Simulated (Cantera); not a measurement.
Charge: 1 mol SiC, 0.042 mol N2O, a varied amount of N2, equilibrated at 1627 °C and 11.0 Pa.

Cantera equilibrium calculation (NASA polynomials, part measured and part estimated; ideal gas, pure solids and liquids). Candidate condensed phases: C, Si, SiC, SiO2, Si2N2O, Si3N4; 34 gas species. Rates play no part.

Question: What share of the Si ends up in condensed phases as a function of n(N2) (mol), at 30, 41, 55, 75, 100, 140, 190, 250, 350, 470?

Answer: 
```csv
n(N2) (mol),Si condensed (%),as
30,86.3,SiC(s)
41,81.3,SiC(s)
55,74.9,SiC(s)
75,65.8,SiC(s)
100,54.4,SiC(s)
140,36.2,SiC(s)
190,13.4,SiC(s)
250,0.0,-
350,0.0,-
470,0.0,-
```
